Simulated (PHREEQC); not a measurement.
Na2SO4 is added in steps, without added water, to 1 kg of water holding 0.0048 mol NH4Br, at 61 °C. Oxygen is held at 0.21 atm. The system is closed to CO2. The run lets Mirabilite precipitate or redissolve, and no other solid.

Base run: PHREEQC, ion-association model, wateq4f.dat. Each further column changes one thing. The table gives pH.

```csv
Na2SO4 added (mol),base,diluted 10-fold with water,0.0059 mol/kgw RbOH added,NH4Br from 0.0048 to 0.00096 mol/kgw,no solid may form
0,5.32,5.79,10.04,5.65,5.32
0.00175,5.39,5.88,10.03,5.73,5.39
0.002625,5.41,5.90,10.03,5.76,5.41
0.004375,5.45,5.94,10.02,5.80,5.45
0.00525,5.47,5.96,10.02,5.81,5.47
0.007,5.50,5.99,10.02,5.84,5.50
0.00875,5.52,6.01,10.01,5.87,5.52
0.009625,5.53,6.02,10.01,5.88,5.53
0.01137,5.55,6.04,10.00,5.90,5.55
0.01225,5.56,6.05,10.00,5.91,5.56
0.014,5.58,6.07,10.00,5.92,5.58
```

Constants without temperature data keep their 25 °C values here.
